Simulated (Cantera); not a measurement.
Gas-phase reforming

A perfectly stirred reactor is fed with 29.4 % CH₄, 70.6 % CO₂, at 1.00 bar; it is held at 2148 K, and followed from long to short residence time.

Cantera simulation using GRI-Mech 3.0 (53 species, 325 reactions); the numbers are that mechanism's predictions, not measurements.

| τ (s) | x CH₄ | x CO₂ | x C₂H₂ | x HCO | x CO | x H₂O₂ |
|---|---|---|---|---|---|---|
| 5.9 | 1.37e-5 | 0.0896 | 7.54e-8 | 2.58e-7 | 0.539 | 3.31e-10 |
| 2.7 | 3.14e-5 | 0.0896 | 3.42e-7 | 2.54e-7 | 0.539 | 3.17e-10 |
| 1.2 | 7.59e-5 | 0.0897 | 1.83e-6 | 2.49e-7 | 0.539 | 2.96e-10 |
| 0.54 | 0.000181 | 0.0899 | 9.81e-6 | 2.47e-7 | 0.539 | 2.76e-10 |
| 0.24 | 0.000418 | 0.0903 | 5.10e-5 | 2.55e-7 | 0.539 | 2.62e-10 |
| 0.11 | 0.000888 | 0.0912 | 0.000226 | 2.80e-7 | 0.538 | 2.56e-10 |
| 0.050 | 0.00178 | 0.0935 | 0.000889 | 3.33e-7 | 0.535 | 2.56e-10 |
| 0.022 | 0.00337 | 0.0991 | 0.00313 | 4.33e-7 | 0.528 | 2.66e-10 |
| 0.010 | 0.00573 | 0.111 | 0.00871 | 5.99e-7 | 0.513 | 2.91e-10 |
| 0.0045 | 0.00921 | 0.136 | 0.0199 | 8.79e-7 | 0.481 | 3.38e-10 |
| 0.0020 | 0.0146 | 0.180 | 0.0367 | 1.35e-6 | 0.426 | 3.88e-10 |
x: mole fraction; the columns are a selection and need not sum to one.
